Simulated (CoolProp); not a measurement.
Vapour-liquid equilibrium of R113 (1) + benzene (2) at 37.2 kPa; x and y are mole fractions of (1).

Values from CoolProp's multi-fluid Helmholtz-energy mixture model, Marx 1992 and Thol 2012; pair parameters Bell 2016.

Task: Give the bubble temperature and the first vapour's composition at x = 0.125, 0.5, 0.95. Is there an azeotrope?

Result: x = 0.125: 39.4 °C, y = 0.428; x = 0.5: 27.5 °C, y = 0.764; x = 0.95: 21.0 °C, y = 0.975. No azeotrope shows between x = 0.05 and 0.95.

The pair parameters rest on a limited set of measurements; away from them the model extrapolates.
